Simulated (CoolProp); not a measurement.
Saturation properties of dimethyl carbonate (Tc = 283.9 °C, pc = 49.09 bar, ω = 0.346).

The numbers come from the reference Helmholtz-energy equation of state, Zhou 2011 in CoolProp.

```csv
T (°C),p (bar),liquid density (kg/m³),vapour density (kg/m³),liquid cp (kJ/(kg K)),surface tension (mN/m)
58.45,0.3288,1018,1.088,1.888,23.5
80.55,0.7399,987.6,2.320,1.935,20.3
102.65,1.487,955.9,4.460,1.991,17.3
124.75,2.731,922.8,7.908,2.053,14.5
146.85,4.659,888.1,13.18,2.123,11.7
168.95,7.488,851.0,20.94,2.202,9.20
191.05,11.46,810.9,32.20,2.300,6.83
213.15,16.87,766.0,48.56,2.438,4.68
235.25,24.06,713.2,73.19,2.675,2.78
```

It boils at 90.1 °C under 1 atm.

Surface tension comes from a separate correlation (Mulero 2014).
